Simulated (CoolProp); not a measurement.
Vapour-liquid equilibrium of CH2F2 (R32) (1) + R1234yf (2) at 279.5 K; x and y are mole fractions of (1).

The numbers come from the multi-fluid Helmholtz-energy mixture model, Tillner-Roth 1997 and Lemmon 2022; pair parameters Bell 2023 in CoolProp.

```json
[
 {"x": "0.05", "bubble pressure (bar)": "4.366", "y at the bubble point": "0.139", "dew pressure at overall composition x (bar)": "4.055", "liquid density (mol/L)": "10.37"},
 {"x": "0.125", "bubble pressure (bar)": "5.050", "y at the bubble point": "0.299", "dew pressure at overall composition x (bar)": "4.315", "liquid density (mol/L)": "10.75"},
 {"x": "0.2", "bubble pressure (bar)": "5.696", "y at the bubble point": "0.418", "dew pressure at overall composition x (bar)": "4.606", "liquid density (mol/L)": "11.15"},
 {"x": "0.275", "bubble pressure (bar)": "6.295", "y at the bubble point": "0.511", "dew pressure at overall composition x (bar)": "4.936", "liquid density (mol/L)": "11.60"},
 {"x": "0.35", "bubble pressure (bar)": "6.844", "y at the bubble point": "0.584", "dew pressure at overall composition x (bar)": "5.309", "liquid density (mol/L)": "12.10"},
 {"x": "0.425", "bubble pressure (bar)": "7.342", "y at the bubble point": "0.645", "dew pressure at overall composition x (bar)": "5.736", "liquid density (mol/L)": "12.64"},
 {"x": "0.5", "bubble pressure (bar)": "7.794", "y at the bubble point": "0.697", "dew pressure at overall composition x (bar)": "6.221", "liquid density (mol/L)": "13.24"},
 {"x": "0.575", "bubble pressure (bar)": "8.203", "y at the bubble point": "0.743", "dew pressure at overall composition x (bar)": "6.773", "liquid density (mol/L)": "13.92"},
 {"x": "0.65", "bubble pressure (bar)": "8.576", "y at the bubble point": "0.786", "dew pressure at overall composition x (bar)": "7.387", "liquid density (mol/L)": "14.68"},
 {"x": "0.725", "bubble pressure (bar)": "8.917", "y at the bubble point": "0.827", "dew pressure at overall composition x (bar)": "8.044", "liquid density (mol/L)": "15.53"},
 {"x": "0.8", "bubble pressure (bar)": "9.230", "y at the bubble point": "0.869", "dew pressure at overall composition x (bar)": "8.695", "liquid density (mol/L)": "16.50"},
 {"x": "0.875", "bubble pressure (bar)": "9.516", "y at the bubble point": "0.914", "dew pressure at overall composition x (bar)": "9.269", "liquid density (mol/L)": "17.61"},
 {"x": "0.95", "bubble pressure (bar)": "9.770", "y at the bubble point": "0.963", "dew pressure at overall composition x (bar)": "9.709", "liquid density (mol/L)": "18.89"}
]
```

No azeotrope shows between x = 0.05 and 0.95.

The pair parameters rest on a limited set of measurements; away from them the model extrapolates.
